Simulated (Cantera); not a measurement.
What does this Cantera script print?

```python
import numpy as np
import cantera as ct

gas = ct.Solution("gri30.yaml")


def delay(T, t_max=10):
    gas.TPX = T, 360000, {'CH4': 1, 'CO': 0.039, 'O2': 3.54, 'N2': 13.3}
    reactor = ct.IdealGasConstPressureReactor(gas, clone=False)
    net = ct.ReactorNet([reactor])
    net.rtol, net.atol = 1e-8, 1e-16
    while net.time < t_max:
        t_old, T_old = net.time, reactor.T
        net.step()
        if reactor.T > T + 400:  # ignition: a rise of 400 K
            return t_old + (T + 400 - T_old) / (reactor.T - T_old) * (net.time - t_old)
    return np.nan


taus = []
for T in [1050, 1150, 1250, 1350, 1450, 1550, 1650, 1750, 1850, 1950]:
    taus.append(delay(T))
    print(f"T0 = {T:6g} K   tau = {taus[-1]:.4e} s")
```

It prints:

```
T0 =   1050 K   tau = 9.6238e-02 s
T0 =   1150 K   tau = 2.1404e-02 s
T0 =   1250 K   tau = 5.6262e-03 s
T0 =   1350 K   tau = 1.6915e-03 s
T0 =   1450 K   tau = 5.7664e-04 s
T0 =   1550 K   tau = 2.2294e-04 s
T0 =   1650 K   tau = 9.7727e-05 s
T0 =   1750 K   tau = 4.8057e-05 s
T0 =   1850 K   tau = 2.6029e-05 s
T0 =   1950 K   tau = 1.5251e-05 s
```

Detailed kinetics in Cantera: GRI-Mech 3.0 (53 species, 325 reactions).
